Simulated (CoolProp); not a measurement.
Computed with CoolProp (reference Helmholtz-energy equation of state, Lemmon 2006). It is a short technical equation, of lower accuracy than the large ones.

For C3F8 (R218), give the phase and the density (kg/m³), cv (kJ/(kg K)), speed of sound (m/s), viscosity (µPa s) at 228.5 K and 3.74 MPa; 241.6 K and 3.74 MPa.


- 228.5 K and 3.74 MPa: liquid; density 1660, cv 0.672, speed of sound 600, viscosity 535
- 241.6 K and 3.74 MPa: liquid; density 1610, cv 0.695, speed of sound 548, viscosity 432

Viscosity comes from a separate model (Huber 2003), an estimate that may be off by 10 % or more.
